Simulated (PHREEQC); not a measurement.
PHREEQC input (ion-association model, phreeqc.dat):

```
SOLUTION_SPECIES
  CO3-2 + 10 H+ + 8 e- = CH4 + 3 H2O  # shut off: no methane
    -log_k -100
    -delta_h 0
    -analytic -100
SOLUTION 1
  temp 25
  units mol/kgw
  pH 7 charge
  Cl 0.024
  K 0.024
END
SELECTED_OUTPUT 1
  -reset false
  -pH true
  -pe true
  -ionic_strength true
  -water true
  -totals C Cl K C(-4) C(4)
  -molalities H+ K+ Cl- CO3-2 OH- HCO3- CO2 (CO2)2
  -saturation_indices Sylvite
USER_PUNCH 1
  -headings p_CO2(g) phi_CO2(g) p_H2O(g) phi_H2O(g) density
  10 PUNCH PR_P("CO2(g)"), PR_PHI("CO2(g)"), PR_P("H2O(g)"), PR_PHI("H2O(g)"), RHO
PRINT
  -reset false
USE solution 1
REACTION_TEMPERATURE 1
  10
GAS_PHASE 1
  -fixed_pressure
  -pressure 10
  -temperature 10
  -volume 20
  CO2(g) 10
  H2O(g) 0
END
# ... the last block is repeated for the other 8 points of T (°C)
```

Selected output (columns that matter, 9 of 9 rows; T (°C) added in front):

```
T (°C)	pH	mu	C	Cl	K	m_H+	m_K+	m_Cl-	si_Sylvite	p_CO2(g)	phi_CO2(g)	p_H2O(g)	phi_H2O(g)	density
10	3.3796	0.024477	0.49913	0.024005	0.024005	0.00047176	0.024005	0.024005	-4.1934	9.9863	0.93627	0.01371	0.89409	1.0064
20	3.406	0.024454	0.366	0.02401	0.02401	0.0004447	0.02401	0.02401	-4.2484	9.9743	0.94254	0.025735	0.90307	1.0033
30	3.4367	0.024432	0.28064	0.024017	0.024017	0.00041513	0.024017	0.024017	-4.3002	9.9539	0.94808	0.046145	0.91098	0.99979
40	3.4709	0.024412	0.22339	0.024028	0.024028	0.00038454	0.024028	0.024028	-4.3488	9.9206	0.95301	0.079406	0.91793	0.99573
50	3.5079	0.024399	0.18346	0.024045	0.024045	0.00035396	0.024045	0.024045	-4.3946	9.8683	0.95741	0.13166	0.92399	0.99111
60	3.5474	0.024394	0.1546	0.02407	0.02407	0.00032404	0.02407	0.02407	-4.4377	9.7889	0.96135	0.21106	0.92924	0.98597
70	3.5891	0.024402	0.13301	0.024107	0.024107	0.00029516	0.024107	0.024107	-4.4783	9.6719	0.9649	0.32813	0.9337	0.98032
80	3.6331	0.024427	0.1163	0.02416	0.02416	0.0002675	0.02416	0.02416	-4.5164	9.5039	0.96812	0.49606	0.9374	0.97418
90	3.6796	0.024476	0.10287	0.024235	0.024235	0.00024112	0.024235	0.024235	-4.552	9.269	0.97108	0.73095	0.94037	0.96758
```

Away from 25 °C the constants follow the database's enthalpies or fits; those with neither stay at their 25 °C values.
